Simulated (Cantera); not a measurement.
Input: 1 mol Ta, 0.23 mol CO2, 0.91 mol N2, 2.6 mol N2O, at 1800 K and 0.133 bar.

These are equilibrium values from Cantera (NASA tables, ideal gas, pure condensed phases), not measurements of a reactor. Candidate condensed phases: C, Ta, TaC, Ta2O5; 27 gas species. Equilibrium is a limit: real reactors are often held back by kinetics, nucleation or transport.

Task: What is the equilibrium state?

Result: 
```json
{
 "x(N2)": "0.925",
 "x(CO2)": "0.0604",
 "x(O2)": "0.0128",
 "x(NO)": "0.00111",
 "x(CO)": "0.000301",
 "x(O)": "3.77e-5",
 "n(Ta2O5(s))": "0.500 mol",
 "gas_amount": "3.791 mol",
 "log10 activity of C(graphite) (absent)": "-10.83",
 "log10 activity of Ta(s) (absent)": "-15.12",
 "log10 activity of TaC(s) (absent)": "-21.87"
}
```
